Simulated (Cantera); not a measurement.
Charge: 1 mol Si3N4, 0.031 mol H2O, 29 mol H2, at 1898.15 K and 10.0 Torr.

Method: chemical equilibrium by Gibbs-energy minimisation in Cantera with the NASA 1993 tables (ideal gas, pure condensed phases). Candidate condensed phases: H2O, Si, SiO2, Si2N2O, Si3N4; 35 gas species. Gases not in the tables: Si2H6 and higher silanes. Kinetics and transport are ignored.

Base state: H2 0.927, N2 0.0641, H 0.00653, SiO 0.000994, Si 0.000923, SiH 8.95e-5, SiH2 5.34e-5, Si2N 1.32e-5 (mole fractions); condensed: Si(l).

Question: What changes in the equilibrium state with this change: temperature from 1898.15 K to 1150 K?

Answer: 
```tsv
species	before	after
H2	0.927	1.000
N2	0.0641	0.000356
H	0.00653	6.46e-7
SiO	0.000994	<1e-9
Si	0.000923	<1e-9
SiH	8.95e-5	<1e-9
SiH2	5.34e-5	<1e-9
Si2N	1.32e-5	<1e-9
Si(l), mol	2.93	0
Si2N2O(s), mol	0	0.0310
Si3N4(s), mol	0	0.979
```
Mutual solubility and eutectic melting of coexisting phases are not modelled.
